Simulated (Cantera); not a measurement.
A closed system holds: 1 mol Si2H6, 0.28 mol O2, 6 mol H2, held at 0.133 bar.

Equilibrium computed with Cantera from the NASA thermochemical tables; the gas is ideal and each condensed phase is pure. Candidate condensed phases: H2O, Si, SiO2; 18 gas species. The feed counts by its element totals alone. Mutual solubility and eutectic melting of coexisting phases are not modelled. The tables hold silica as quartz up to 1696 K and as liquid above; real silica turns to tridymite and cristobalite and melts near 1996 K. Kinetics and transport are ignored.

Q: At 1202 °C, list the 3 most abundant gas species with their mole fractions, and the condensed phases.

A: H2 0.998, SiO 0.00245, H 3.55e-5. Condensed: Si(s) + SiO2(β-quartz).
